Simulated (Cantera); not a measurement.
**Hydrocarbon pyrolysis for carbon deposition**

An isothermal, constant-pressure homogeneous reactor starts with 2.56 % C2H6, 97.4 % N2, at 1100 K and 1.01 bar.

Model: GRI-Mech 3.0 (53 species, 325 reactions), integrated in Cantera. GRI-Mech 3.0 stops at C3 and has no aromatics, soot or wall deposition, so with more carbon than oxygen in the feed, carbon stays in small species such as C2H2 where larger ones or solid carbon would form.

| t (s) | x C2H6 | x CH3 | x CH2 | x C2H2 | x CH4 | x HCN | x H |
|---|---|---|---|---|---|---|---|
| 0.000400 | 0.0256 | 5.36e-7 | <1e-12 | 5.00e-12 | 3.67e-7 | <1e-12 | 1.61e-8 |
| 0.000815 | 0.0256 | 7.25e-7 | 1.02e-12 | 2.06e-10 | 1.13e-6 | <1e-12 | 4.69e-8 |
| 0.00166 | 0.0256 | 1.00e-6 | 2.84e-12 | 5.78e-9 | 3.23e-6 | <1e-12 | 1.04e-7 |
| 0.00338 | 0.0254 | 1.57e-6 | 7.09e-12 | 9.65e-8 | 9.78e-6 | <1e-12 | 1.66e-7 |
| 0.00688 | 0.0250 | 1.88e-6 | 9.92e-12 | 8.89e-7 | 2.83e-5 | <1e-12 | 1.94e-7 |
| 0.0140 | 0.0241 | 1.85e-6 | 9.85e-12 | 5.15e-6 | 6.92e-5 | <1e-12 | 2.00e-7 |
| 0.0285 | 0.0223 | 1.74e-6 | 9.19e-12 | 2.35e-5 | 0.000153 | 1.12e-12 | 2.07e-7 |
| 0.0581 | 0.0190 | 1.52e-6 | 7.94e-12 | 9.29e-5 | 0.000322 | 1.35e-12 | 2.20e-7 |
| 0.118 | 0.0135 | 1.18e-6 | 5.83e-12 | 0.000319 | 0.000642 | 1.55e-12 | 2.33e-7 |
| 0.241 | 0.00675 | 7.36e-7 | 3.09e-12 | 0.000901 | 0.00113 | 1.69e-12 | 2.27e-7 |
| 0.491 | 0.00221 | 3.67e-7 | 1.04e-12 | 0.00192 | 0.00160 | 1.76e-12 | 1.71e-7 |
| 1.00 | 0.000671 | 1.88e-7 | <1e-12 | 0.00313 | 0.00190 | 1.79e-12 | 1.07e-7 |
x: mole fraction; the columns are a selection and need not sum to one.

Equilibrium at this temperature and pressure: C2H6 1.72e-5, CH3 9.89e-8, CH2 <1e-12, C2H2 0.00289, CH4 0.0234, HCN 0.0160, H 2.89e-9 (gas phase only).
